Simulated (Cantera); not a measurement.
Input: 1 mol SiH2Cl2, 0.027 mol Cl2, 7.6 mol H2, at 51.8 Torr.

These are equilibrium values from Cantera (NASA tables, ideal gas, pure condensed phases), not measurements of a reactor. Candidate condensed phases: Si; 19 gas species. The tables' values for SiCl3 are old estimates; treat these amounts as uncertain. Rates play no part.

At 800 K, list the 5 most abundant gas species with their mole fractions, and the condensed phases.

H2 0.937, SiCl4 0.0432, SiHCl3 0.0167, HCl 0.00220, SiH2Cl2 0.000519. Condensed: Si(s).
